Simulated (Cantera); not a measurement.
Input: 1 mol SF6, 0.85 mol SO2, 0.6 mol N2, at 2450 °C and 13.5 Torr.

Method: chemical equilibrium by Gibbs-energy minimisation in Cantera with the NASA 1993 tables (ideal gas, pure condensed phases). Candidate condensed phases: S; 35 gas species. Kinetics and transport are ignored.

Base state: F 0.700, SO 0.101, N2 0.0699, S 0.0606, SO2 0.0385, O 0.0154, S2 0.00616, SF 0.00483 (mole fractions); condensed: gas only.

What changes in the equilibrium state with this change: pressure from 13.5 Torr to 2.93 Torr?


| species | before | after |
|---|---|---|
| F | 0.700 | 0.676 |
| SO | 0.101 | 0.0918 |
| S | 0.0606 | 0.0879 |
| O | 0.0154 | 0.0447 |
| SO2 | 0.0385 | 0.0220 |
| N2 | 0.0699 | 0.0670 |
| SF2 | 0.000182 | 1.15e-5 |
| S2O | 6.69e-5 | 1.91e-5 |
| SF | 0.00483 | 0.00146 |
| S2 | 0.00616 | 0.00280 |
